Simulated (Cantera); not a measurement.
Charge: 1 mol Fe, 1.9 mol O₂, a varied amount of CO, at 1825 K and 0.180 bar.

Method: chemical equilibrium by Gibbs-energy minimisation in Cantera with the NASA 1993 tables (ideal gas, pure condensed phases). Candidate condensed phases: C, Fe, Fe(CO)₅, FeO, Fe₂O₃, Fe₃O₄; 15 gas species. The tables' stoichiometric FeO is somewhat more stable than real wüstite, so its field is too wide. FeO: taken at fixed stoichiometry. Equilibrium is a limit: real reactors are often held back by kinetics, nucleation or transport.

x: gas mole fraction; n: condensed amount in mol.

| n(CO) (mol) | x CO₂ | x CO | x O₂ | x O | x Fe | x FeO | x O₃ | n Fe₃O₄(s) | n FeO(l) | n Fe(l) |
|---|---|---|---|---|---|---|---|---|---|---|
| 0.38 | 0.267 | 0.000195 | 0.733 | ? | 5.91e-9 | 3.98e-7 | 6.61e-9 | 0.333 | 0 | 0 |
| 0.68 | 0.432 | 0.000359 | 0.568 | ? | 7.01e-9 | 4.15e-7 | 4.50e-9 | 0.333 | 0 | 0 |
| 1.2 | 0.654 | 0.000696 | 0.346 | ? | 9.76e-9 | 4.51e-7 | 2.14e-9 | 0.333 | 0 | 0 |
| 2.2 | 0.939 | 0.00244 | 0.0582 | ? | 3.20e-8 | 6.07e-7 | 1.48e-10 | 0.333 | 0 | 0 |
| 4 | 0.700 | 0.300 | 2.13e-6 | ? | 1.16e-5 | 1.33e-6 | <1e-12 | 0 | 1.000 | 0 |
| 7.2 | 0.389 | 0.611 | 1.59e-7 | ? | 4.25e-5 | 1.33e-6 | <1e-12 | 0 | 1.000 | 0 |
| 13 | 0.215 | 0.784 | 2.96e-8 | ? | 9.84e-5 | 1.33e-6 | <1e-12 | 0 | 0.999 | 0 |
| 23 | 0.122 | 0.878 | 7.56e-9 | ? | 0.000195 | 1.33e-6 | <1e-12 | 0 | 0.995 | 0 |
| 42 | 0.0905 | 0.909 | 3.88e-9 | ? | 0.000232 | 1.14e-6 | <1e-12 | 0 | 0 | 0.990 |

**Question.** Some entries are withheld; supply them.

**Answer.** 
- 0.38, x O: 0.000310
- 0.68, x O: 0.000273
- 1.2, x O: 0.000213
- 2.2, x O: 8.74e-5
- 4, x O: 5.29e-7
- 7.2, x O: 1.44e-7
- 13, x O: 6.23e-8
- 23, x O: 3.15e-8
- 42, x O: 2.26e-8
